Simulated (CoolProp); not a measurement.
Properties of toluene at several states (Tc = 318.6 °C, pc = 4.126 MPa, ω = 0.266).

The numbers come from the reference Helmholtz-energy equation of state, Lemmon 2006 in CoolProp. It is a short technical equation, of lower accuracy than the large ones.

```csv
T (°C),p (MPa),phase,cp (kJ/(kg K)),isothermal compressibility (1/MPa)
41.05,4.38,liquid,1.749,0.0009878
296.05,0.298,gas,2.073,3.464
289.55,0.508,gas,2.075,2.089
309.05,0.0267,gas,2.087,37.55
-46.55,1.16,liquid,1.515,0.0005634
48.55,0.0529,liquid,1.779,0.001095
```
